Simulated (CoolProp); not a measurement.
Vapour-liquid equilibrium of cyclohexane (1) + ethylbenzene (2) at 0.18 MPa; x and y are mole fractions of (1).

Computed with CoolProp (multi-fluid Helmholtz-energy mixture model, Zhou 2014 and Zhou 2012; pair parameters Bell 2016).

Task: Give the bubble temperature and the first vapour's composition at x = 0.05, 0.8, 0.95. Is there an azeotrope?

Result: x = 0.05: 152.8 °C, y = 0.172; x = 0.8: 107.0 °C, y = 0.938; x = 0.95: 102.5 °C, y = 0.985. No azeotrope shows between x = 0.05 and 0.95.

The pair parameters rest on a limited set of measurements; away from them the model extrapolates.
